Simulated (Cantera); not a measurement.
A freely propagating, adiabatic, planar premixed flame of 31.6 % H₂, 14.4 % O₂, 54.0 % N₂, unburnt at 350 K and 383 Torr; mixture-averaged transport, grid criteria slope 0.08 and curve 0.16, no radiation.

Model: the H2/O2 subset of GRI-Mech 3.0, which has no nitrogen chemistry, integrated in Cantera. Burning velocities carry a grid error of a few per cent, more on coarse grids.

Task: Predict: laminar burning velocity; thermal thickness; peak x(H₂O₂); peak x(O); peak x(HO₂); peak x(OH).

Result: 
```
Item                        Result
------------------------  --------
laminar burning velocity  313 cm/s
thermal thickness         0.903 mm
peak x(H₂O₂)               7.49e-5
peak x(O)                   0.0105
peak x(HO₂)               0.000319
peak x(OH)                  0.0148
```
